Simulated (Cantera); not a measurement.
Charge: 1 mol B2O3, 0.84 mol F2, 3.7 mol H2, 49 mol HF, at 0.00190 bar.

Cantera equilibrium calculation (NASA polynomials, part measured and part estimated; ideal gas, pure solids and liquids). Candidate condensed phases: B, B2O3, B3O3H3, H2O; 43 gas species. The numbers say what is thermodynamically allowed, not how fast it happens. All values below are at 1200 K.

Base state: HF 0.852, H2O 0.0555, H2 0.0544, BF3 0.0365, BOF 0.00149, HBO2 2.77e-5 (mole fractions); condensed: gas only.

What changes in the equilibrium state with this change: B2O3 replaced by SiO2?


| species | before | after |
|---|---|---|
| HF | 0.852 | 0.888 |
| H2 | 0.0544 | 0.0544 |
| H2O | 0.0555 | 0.0381 |
| BF3 | 0.0365 | 0 |
| SiF4 | 0 | 0.0190 |
| BOF | 0.00149 | 0 |
| HBO2 | 2.77e-5 | 0 |
Further candidate phases: Si, SiO2.
